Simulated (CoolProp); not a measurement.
Ammonia at 293.15 K and 0.425 MPa flows at 6.8 m/s in a round tube of 6 mm bore and 0.25 µm roughness, fully developed (64/Re and Nu = 3.66 if laminar; Colebrook and Gnielinski if turbulent). Each further row changes one setting.

Computed with CoolProp (reference Helmholtz-energy equation of state, Gao 2020).

| case | Reynolds number | Darcy friction factor | pressure drop (Pa/m) | heat-transfer coefficient (W/(m² K)) | mass flow (kg/h) |
|---|---|---|---|---|---|
| as stated | 13000 | … | … | … | … |
| velocity 13.6 m/s | 26000 | 0.0244 | … | 312 | 4.32 |
| diameter 12 mm | 26000 | … | 147 | … | … |

Fill in the missing entries.


- as stated, Darcy friction factor: 0.0289
- as stated, pressure drop (Pa/m): 348
- as stated, heat-transfer coefficient (W/(m² K)): 178
- as stated, mass flow (kg/h): 2.16
- velocity 13.6 m/s, pressure drop (Pa/m): 1170
- diameter 12 mm, Darcy friction factor: 0.0243
- diameter 12 mm, heat-transfer coefficient (W/(m² K)): 156
- diameter 12 mm, mass flow (kg/h): 8.65

Viscosity comes from a separate model (Fenghour 1995). Thermal conductivity comes from a separate model (Tufeu 1984).
